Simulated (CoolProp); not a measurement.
Vapour-liquid equilibrium of R125 (1) + R1234yf (2) at -95.15 °C; x and y are mole fractions of (1).

Values from CoolProp's multi-fluid Helmholtz-energy mixture model, Lemmon 2005 and Lemmon 2022; pair parameters Bell 2023.

```json
[
 {"x": "0.05", "bubble pressure, mixture model (bar)": "0.01694", "bubble pressure, Raoult's law (bar)": "0.01686", "y, mixture model": "0.145", "y, Raoult's law": "0.141"},
 {"x": "0.125", "bubble pressure, mixture model (bar)": "0.01945", "bubble pressure, Raoult's law (bar)": "0.01928", "y, mixture model": "0.313", "y, Raoult's law": "0.308"},
 {"x": "0.2", "bubble pressure, mixture model (bar)": "0.02192", "bubble pressure, Raoult's law (bar)": "0.02170", "y, mixture model": "0.442", "y, Raoult's law": "0.438"},
 {"x": "0.275", "bubble pressure, mixture model (bar)": "(withheld)", "bubble pressure, Raoult's law (bar)": "0.02412", "y, mixture model": "0.544", "y, Raoult's law": "0.542"},
 {"x": "0.35", "bubble pressure, mixture model (bar)": "0.02680", "bubble pressure, Raoult's law (bar)": "0.02654", "y, mixture model": "(withheld)", "y, Raoult's law": "0.627"},
 {"x": "0.425", "bubble pressure, mixture model (bar)": "0.02921", "bubble pressure, Raoult's law (bar)": "0.02896", "y, mixture model": "0.697", "y, Raoult's law": "0.697"},
 {"x": "0.5", "bubble pressure, mixture model (bar)": "(withheld)", "bubble pressure, Raoult's law (bar)": "0.03138", "y, mixture model": "0.756", "y, Raoult's law": "0.757"},
 {"x": "0.575", "bubble pressure, mixture model (bar)": "0.03400", "bubble pressure, Raoult's law (bar)": "0.03380", "y, mixture model": "(withheld)", "y, Raoult's law": "0.808"},
 {"x": "0.65", "bubble pressure, mixture model (bar)": "0.03638", "bubble pressure, Raoult's law (bar)": "0.03622", "y, mixture model": "0.851", "y, Raoult's law": "0.853"},
 {"x": "0.725", "bubble pressure, mixture model (bar)": "0.03876", "bubble pressure, Raoult's law (bar)": "0.03864", "y, mixture model": "0.889", "y, Raoult's law": "0.891"},
 {"x": "0.8", "bubble pressure, mixture model (bar)": "(withheld)", "bubble pressure, Raoult's law (bar)": "0.04106", "y, mixture model": "0.924", "y, Raoult's law": "0.926"},
 {"x": "0.875", "bubble pressure, mixture model (bar)": "0.04353", "bubble pressure, Raoult's law (bar)": "0.04348", "y, mixture model": "0.955", "y, Raoult's law": "0.956"},
 {"x": "0.95", "bubble pressure, mixture model (bar)": "0.04591", "bubble pressure, Raoult's law (bar)": "0.04589", "y, mixture model": "0.983", "y, Raoult's law": "0.983"}
]
```

Task: Some entries are withheld; supply them.

Result: 
- 0.275, bubble pressure, mixture model (bar): 0.02437
- 0.35, y, mixture model: 0.628
- 0.5, bubble pressure, mixture model (bar): 0.03161
- 0.575, y, mixture model: 0.807
- 0.8, bubble pressure, mixture model (bar): 0.04114

The largest gap from Raoult's law is +1.0 % in bubble pressure, at x = 0.275. No azeotrope shows between x = 0.05 and 0.95.

The pair parameters rest on a limited set of measurements; away from them the model extrapolates.
